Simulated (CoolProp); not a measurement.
Model: reference Helmholtz-energy equation of state, de Reuck 1993, in CoolProp.

For methanol, give the phase and the speed of sound (m/s), Prandtl number at 585.6 K and 0.565 MPa.


- 585.6 K and 0.565 MPa: gas; speed of sound 412, Prandtl number 0.798

Viscosity comes from a separate model (Xiang 2006). Thermal conductivity comes from a separate model (Sykioti 2013).
